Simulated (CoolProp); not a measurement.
R125 along the isotherm 27.35 °C: fugacity coefficient from the reference equation and from simpler models built on Tc = 66.0 °C, pc = 3.618 MPa, ω = 0.305; each cubic takes its own stable root.

Values from CoolProp's reference Helmholtz-energy equation of state, Lemmon 2005.

```
p (MPa)   phase  reference  Soave-Redlich-Kwong  Peng-Robinson
-------  ------  ---------  -------------------  -------------
0.0286      gas     0.9959               0.9960         0.9956
0.0509      gas     0.9927               0.9928         0.9922
0.0905      gas     0.9869               0.9873         0.9862
0.161       gas     0.9768               0.9774         0.9755
0.286       gas     0.9588               0.9600         0.9567
0.509       gas     0.9268               0.9290         0.9234
0.905       gas     0.8700               0.8743         0.8651
1.61     liquid     0.7220               0.7368         0.7177
2.86     liquid     0.4275               0.4396         0.4254
5.09     liquid     0.2624               0.2731         0.2612
9.05     liquid     0.1720               0.1821         0.1708
```
